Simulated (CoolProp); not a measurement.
Isopentane along the isotherm 279.7 K: Z from the reference equation and from simpler models built on Tc = 460.3 K, pc = 3378 kPa, ω = 0.227; each cubic takes its own stable root.

The numbers come from the reference Helmholtz-energy equation of state, Lemmon 2006 in CoolProp. It is a short technical equation, of lower accuracy than the large ones.

```tsv
p (kPa)	phase	reference
390	liquid	0.01909
780	liquid	0.03815
1170	liquid	0.05719
1560	liquid	0.07620
1950	liquid	0.09518
2340	liquid	0.1141
2730	liquid	0.1331
3120	liquid	0.1520
3510	liquid	0.1708
3900	liquid	0.1897
4290	liquid	0.2085
4680	liquid	0.2273
5070	liquid	0.2461
```

### Question
How far does each simpler model (van der Waals, Redlich-Kwong, Peng-Robinson) lie from the reference over these 13 states: mean and median of the absolute difference, and the worst?

### Answer
- van der Waals: mean 60.3 %, median 60.1 %, worst +62.2 % at 279.7 K and 390 kPa
- Redlich-Kwong: mean 9.8 %, median 9.7 %, worst +10.2 % at 279.7 K and 390 kPa
- Peng-Robinson: mean 5.0 %, median 5.0 %, worst -5.1 % at 279.7 K and 5070 kPa
